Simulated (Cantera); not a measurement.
Input: 1 mol SiC, 0.9 mol N2O, 40 mol H2, equilibrated at 1750 K and 0.310 bar.

These are equilibrium values from Cantera (NASA tables, ideal gas, pure condensed phases), not measurements of a reactor. Candidate condensed phases: C, C6H6, C7H8, C8H18, H2O, Si, SiC, SiO2, Si2N2O, Si3N4; 151 gas species. Mutual solubility and eutectic melting of coexisting phases are not modelled. The numbers say what is thermodynamically allowed, not how fast it happens.

Base state: H2 0.967, N2 0.0163, CO 0.0135, SiO 0.00282, H 0.000411, HCN 9.09e-5, CH4 4.01e-5 (mole fractions); condensed: SiC(s) + Si2N2O(s).

What changes in the equilibrium state with this change: N2O from 0.9 to 1.2 mol?


| species | before | after |
|---|---|---|
| H2 | 0.967 | 0.958 |
| N2 | 0.0163 | 0.0208 |
| CO | 0.0135 | 0.0182 |
| SiO | 0.00282 | 0.00264 |
| HCN | 9.09e-5 | 0.000123 |
| CH4 | 4.01e-5 | 4.72e-5 |
| H2O | 9.83e-6 | 1.10e-5 |
| H | 0.000411 | 0.000409 |
| SiC(s), mol | 0.435 | 0.232 |
| Si2N2O(s), mol | 0.224 | 0.329 |
